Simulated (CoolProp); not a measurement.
CF4 (R14) along the isotherm -41.25 °C: density (kg/m³) from the reference equation and from simpler models built on Tc = -45.8 °C, pc = 3.762 MPa, ω = 0.178; each cubic takes its own stable root.

The numbers come from the reference Helmholtz-energy equation of state, Platzer 1990 in CoolProp. This equation is an older, rougher fit; its heat capacities, sound speeds and derivatives of the liquid may be far off and weren't checked against measurements.

| p (MPa) | phase | reference | ideal gas | van der Waals | Redlich-Kwong | Soave-Redlich-Kwong | Peng-Robinson |
|---|---|---|---|---|---|---|---|
| 0.0178 | gas | 0.8137 | 0.8124 | 0.8135 | 0.8137 | 0.8137 | 0.8138 |
| 0.0269 | gas | 1.231 | 1.228 | 1.230 | 1.231 | 1.231 | 1.231 |
| 0.0406 | gas | 1.860 | 1.853 | 1.859 | 1.860 | 1.860 | 1.860 |
| 0.0613 | gas | 2.813 | 2.798 | 2.811 | 2.813 | 2.813 | 2.814 |
| 0.0924 | gas | 4.251 | 4.217 | 4.247 | 4.251 | 4.251 | 4.255 |
| 0.139 | gas | 6.421 | 6.344 | 6.412 | 6.421 | 6.421 | 6.430 |
| 0.21 | gas | 9.761 | 9.585 | 9.741 | 9.762 | 9.761 | 9.782 |
| 0.317 | gas | 14.88 | 14.47 | (withheld) | 14.88 | 14.88 | 14.92 |
| 0.479 | gas | 22.82 | 21.86 | 22.71 | 22.82 | 22.82 | (withheld) |
| 0.722 | gas | 35.20 | 32.95 | 34.94 | 35.22 | 35.20 | (withheld) |
| 1.09 | gas | 55.19 | 49.75 | 54.57 | (withheld) | 55.19 | 55.85 |
| 1.64 | gas | 88.48 | 74.85 | 86.96 | 88.62 | 88.49 | 90.14 |
| 2.48 | gas | 151.2 | 113.2 | 147.0 | 151.6 | 151.1 | 155.7 |
| 3.74 | gas | (withheld) | (withheld) | 308.0 | (withheld) | (withheld) | 332.6 |
| 5.64 | supercritical | 953.1 | 257.4 | 720.9 | 843.0 | 831.5 | 915.5 |

Fill in the missing entries.


- 0.317, van der Waals: 14.83
- 0.479, Peng-Robinson: 22.93
- 0.722, Peng-Robinson: 35.47
- 1.09, Redlich-Kwong: 55.24
- 3.74, reference: 320.6
- 3.74, ideal gas: 170.7
- 3.74, Redlich-Kwong: 320.3
- 3.74, Soave-Redlich-Kwong: 314.9
